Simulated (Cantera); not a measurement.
Reactions in the system Ba-Br-O

Source: NASA polynomial tables (part measured, part estimated), evaluated in Cantera. Values are per mole of reaction as written; species without (g) are pure solids or liquids, kept so even where they would boil at 1 bar.

BaBr2 + O(g) → Br2(g) + BaO

| T (K) | ΔH° (kJ) | ΔS° (J/K) | ΔG° (kJ) | log10 K |
|---|---|---|---|---|
| 1350 | -60.1 | -45.8 | 1.8 | -0.07 |
| 1425 | -62.2 | -47.3 | 5.3 | -0.19 |
| 1500 | -64.2 | -48.7 | 8.9 | -0.31 |
| 1575 | -66.2 | -50.0 | 12.6 | -0.42 |
| 1650 | -68.1 | -51.2 | 16.4 | -0.52 |
| 1725 | -70.0 | -52.3 | 20.2 | -0.61 |
